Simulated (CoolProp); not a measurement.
Vapour-liquid equilibrium of diethyl ether (1) + methanol (2) at 74.95 °C; x and y are mole fractions of (1).

Computed with CoolProp (multi-fluid Helmholtz-energy mixture model, Thol 2014 and de Reuck 1993; pair parameters Bell 2016).

```tsv
x	bubble pressure, mixture model (MPa)	bubble pressure, Raoult's law (MPa)	y, mixture model	y, Raoult's law
0.05	(withheld)	0.1610	(withheld)	0.109
0.2	0.2610	0.1912	(withheld)	0.369
0.35	(withheld)	0.2214	0.609	0.557
0.5	0.3277	0.2517	0.680	0.700
0.65	(withheld)	0.2819	0.745	0.813
0.8	0.3554	0.3121	(withheld)	0.903
0.95	(withheld)	0.3424	(withheld)	0.978
```

### Question
Fill in the missing entries.

### Answer

- 0.05, bubble pressure, mixture model (MPa): 0.1865
- 0.05, y, mixture model: 0.219
- 0.2, y, mixture model: 0.497
- 0.35, bubble pressure, mixture model (MPa): 0.3026
- 0.65, bubble pressure, mixture model (MPa): 0.3447
- 0.8, y, mixture model: 0.825
- 0.95, bubble pressure, mixture model (MPa): 0.3561
- 0.95, y, mixture model: 0.944

The largest gap from Raoult's law is +36.7 % in bubble pressure, at x = 0.35. y crosses x between x = 0.8 and 0.95: the model has an azeotrope there.

Pair parameters are fitted to limited data, so mixtures are less certain than the pure fluids.
